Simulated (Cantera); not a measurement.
Feed: 1 mol SiO₂, a varied amount of C, 0.048 mol CO, equilibrated at 1675 K and 10.0 Torr.

Method: chemical equilibrium by Gibbs-energy minimisation in Cantera with the NASA 1993 tables (ideal gas, pure condensed phases). Candidate condensed phases: C, Si, SiC, SiO₂; 20 gas species. Mutual solubility and eutectic melting of coexisting phases are not modelled. The tables hold silica as quartz up to 1696 K and as liquid above; real silica turns to tridymite and cristobalite and melts near 1996 K. Equilibrium is a limit: real reactors are often held back by kinetics, nucleation or transport.

Question: What share of the Si ends up in condensed phases as a function of n(C) (mol), at 0.83, 1.1, 1.5, 2.1, 2.8, 3.8, 5.2?

Answer: 
| n(C) (mol) | Si condensed (%) | as |
|---|---|---|
| 0.83 | 79.9 | SiC(s) + SiO₂(β-quartz) |
| 1.1 | 73.9 | SiC(s) + SiO₂(β-quartz) |
| 1.5 | 65.0 | SiC(s) + SiO₂(β-quartz) |
| 2.1 | 55.0 | SiC(s) |
| 2.8 | 90.0 | SiC(s) |
| 3.8 | 99.2 | SiC(s) |
| 5.2 | 99.2 | SiC(s) |
